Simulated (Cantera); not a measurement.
An isothermal, constant-pressure homogeneous reactor starts with 0.452 % C2H6, 99.5 % N2, at 1525 K and 1.00 bar.

Cantera simulation using GRI-Mech 3.0 (53 species, 325 reactions); the numbers are that mechanism's predictions, not measurements. GRI-Mech 3.0 stops at C3 and has no aromatics, soot or wall deposition, so with more carbon than oxygen in the feed, carbon stays in small species such as C2H2 where larger ones or solid carbon would form.

**Question.** Predict: x(C2H6) at 3.00 s; x(H2) at 3.00 s; x(CH3) at 3.00 s; x(C2H) at 3.00 s; x(H) at 3.00 s; x(CH4) at 3.00 s.

**Answer.** 
* **x(C2H6) at 3.00 s**: 9.47e-8 (gas-phase equilibrium 3.55e-11)
* **x(H2) at 3.00 s**: 0.00819 (gas-phase equilibrium 0.00895)
* **x(CH3) at 3.00 s**: 2.65e-6 (gas-phase equilibrium 4.70e-8)
* **x(C2H) at 3.00 s**: 2.34e-9 (gas-phase equilibrium 1.55e-10)
* **x(H) at 3.00 s**: 2.08e-6 (gas-phase equilibrium 2.25e-6)
* **x(CH4) at 3.00 s**: 0.000517 (gas-phase equilibrium 9.22e-6)
